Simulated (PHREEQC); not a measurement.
Synthetic water in mmol/kgw, 45 °C, pH 6.31, pe 8.1:

```tsv
constituent	mmol/kgw
Na	138
K	3.26
Ca	0.568
Mg	8.95
Cl	117
S(6)	22.3
Alkalinity (meq/kgw)	0.218
Sr	0.0896
Zn	0.0255
N(5)	0.0469
Li	0.214
Br	0.0206
O(0) (counted as O atoms)	0.52
```

Valence states are taken as typed.

Computed with PHREEQC (ion-association model, phreeqc.dat).

```yaml
ionic_strength: 0.172 mol/kgw
specific_conductance: 21900 µS/cm
density: 0.998 g/cm³
charge_balance_error: -0.4 %
```

```
species  molality  activity   log γ
-------  --------  --------  ------
Na+         0.135     0.101  -0.127
Cl-         0.117    0.0841  -0.144
SO4-2      0.0153   0.00455  -0.527
Mg+2      0.00570   0.00195  -0.466
NaSO4-    0.00345   0.00258  -0.126
MgSO4     0.00324   0.00337   0.017
K+        0.00313   0.00224  -0.146
```

This is a speciation only: nothing precipitates in the calculation. Away from 25 °C the constants follow the database's enthalpies or fits; those with neither stay at their 25 °C values.
